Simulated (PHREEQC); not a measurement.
Dissolve 1.7 mmol/kgw TMAH, 0.0068 mmol/kgw NaAlO2 and 62 mmol/kgw Na2CO3 at 20 °C. Closed to the air; pH follows from the charge balance.

The numbers come from PHREEQC with the ion-association model, wateq4f.dat.

No solid was allowed to form.

Q: What pH, ionic strength does the model give?

A: pH 11.52; ionic strength 0.145 mol/kgw.

Q: In which forms is Na present?

A: Na+ 83 %, NaCO3- 17 % of the Na.

Species that the database lacks are ignored. (CH3)4N+ isn't in the database: it is added as a free cation with an ion size of 4 Å.
